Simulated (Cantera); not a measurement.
**Premixed flame**

A freely propagating, adiabatic, planar premixed flame of 8.87 % CO, 9.76 % H₂, 5.68 % CH₄, 15.9 % O₂, 59.8 % N₂, equivalence ratio 1.3, unburnt at 400 K and 150000 Pa; multicomponent transport, grid criteria slope 0.08 and curve 0.16, no radiation.

Cantera simulation using GRI-Mech 3.0 (53 species, 325 reactions); the numbers are that mechanism's predictions, not measurements. Burning velocities carry a grid error of a few per cent, more on coarse grids.

```
z (mm)   T (K)  u (m/s)    x CO    x H₂    x CH₄     x H₂O      x OH     x CH₃
-------  -----  -------  ------  ------  -------  --------  --------  --------
-0.568     400     1.23  0.0888  0.0973   0.0568   1.14e-6     <1e-8     <1e-8
-0.379     400     1.23  0.0889  0.0961   0.0569   2.74e-5     <1e-8     <1e-8
-0.284     403     1.23  0.0891  0.0940   0.0570  0.000189     <1e-8   2.14e-8
-0.189     429     1.30  0.0896  0.0878   0.0569   0.00226   1.90e-7   5.32e-7
-0.0947    790     2.39  0.0926  0.0716   0.0480    0.0349  0.000141  0.000111
-0.0473   1229     3.73  0.0992  0.0616   0.0308    0.0793  0.000517  0.000964
0         1641     4.99   0.107  0.0504  0.00961     0.129   0.00240   0.00177
0.0473    1840     5.59   0.103  0.0391  0.00121     0.158   0.00566  0.000479
0.0947    1910     5.78  0.0930  0.0333  8.76e-5     0.167   0.00768   4.64e-5
0.189     1974     5.93  0.0801  0.0322  4.42e-7     0.169   0.00846   3.03e-7
0.379     2045     6.10  0.0734  0.0329    <1e-8     0.170   0.00806     <1e-8
0.758     2121     6.30  0.0720  0.0320    <1e-8     0.175   0.00706     <1e-8
1.52      2188     6.47  0.0713  0.0308    <1e-8     0.181   0.00556     <1e-8
```
x: mole fraction of selected species; z is measured from the peak of heat release.

```yaml
laminar_burning_velocity: 123 cm/s
thermal_thickness: 0.189 mm
peak x(OH): 0.00846
peak x(CH₃): 0.00187
grid_points: 148
```
